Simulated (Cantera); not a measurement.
Input: 1 mol CH₃F, 0.015 mol HCl, equilibrated at 133 Pa.

Method: chemical equilibrium by Gibbs-energy minimisation in Cantera with the NASA 1993 tables (ideal gas, pure condensed phases). Candidate condensed phases: C, C₆H₆, C₇H₈, C₈H₁₈; 118 gas species. Equilibrium is a limit: real reactors are often held back by kinetics, nucleation or transport. All values below are at 3225 K.

Base state: H 0.609, F 0.120, HF 0.120, C 0.0751, C₃ 0.0427, C₂ 0.0168, CF 0.00579, H₂ 0.00548 (mole fractions); condensed: gas only.

### Question
What changes in the equilibrium state with this change: HCl from 0.015 to 0.1 mol?

### Answer
```json
[
 {"species": "H", "before": "0.609", "after": "0.604"},
 {"species": "F", "before": "0.120", "after": "0.116"},
 {"species": "HF", "before": "0.120", "after": "0.114"},
 {"species": "Cl", "before": "0.00364", "after": "0.0233"},
 {"species": "C₃", "before": "0.0427", "after": "0.0403"},
 {"species": "C₂", "before": "0.0168", "after": "0.0162"},
 {"species": "C", "before": "0.0751", "after": "0.0737"},
 {"species": "HCl", "before": "4.87e-5", "after": "0.000308"},
 {"species": "C₅", "before": "0.000107", "after": "9.78e-5"},
 {"species": "CF₂", "before": "1.12e-5", "after": "1.02e-5"},
 {"species": "C₄", "before": "7.10e-5", "after": "6.59e-5"}
]
```
